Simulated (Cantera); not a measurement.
A perfectly stirred reactor is fed with H₂ : O₂ : N₂ = 1 : 1.02 : 3.84 (molar parts), equivalence ratio 0.49, at 5.00 bar; it is adiabatic with a 775 K inlet, and is followed from long to short residence time, starting on the burning branch (τ in s: 0.039, 0.018, 0.0082, 0.0038, 0.0017, 0.00079, 0.00036, 0.00017, 7.7e-05, 3.5e-05, 1.6e-05, 7.5e-06, 3.4e-06).

Model: the H2/O2 subset of GRI-Mech 3.0, which has no nitrogen chemistry, integrated in Cantera. The hydrogen kinetics of GRI-Mech 3.0 are dated; newer H2 mechanisms differ, most at raised pressure.

### Question
What does this change do: O2 1.02 to 1.4 parts?

### Answer
| quantity | before | after |
|---|---|---|
| blow-out, bracketed by the residence times tried | burning at 3.40 µs, the shortest tried | burning at 3.40 µs, the shortest tried |
| x(H₂) at τ = 39.0 ms | 0.000121 | 6.17e-5 |
| x(O₂) at τ = 39.0 ms | 0.0965 | 0.156 |
| x(H₂O) at τ = 39.0 ms | 0.185 | 0.173 |
| x(O) at τ = 39.0 ms | 0.000128 | 9.67e-5 |
| x(HO₂) at τ = 39.0 ms | 3.76e-6 | 3.91e-6 |
| x(H₂) at τ = 0.360 ms | 0.00139 | 0.000964 |
| x(O₂) at τ = 0.360 ms | 0.0957 | 0.155 |
| x(H₂O) at τ = 0.360 ms | 0.182 | 0.171 |
| x(O) at τ = 0.360 ms | 0.00108 | 0.000991 |
| x(HO₂) at τ = 0.360 ms | 1.86e-5 | 2.26e-5 |
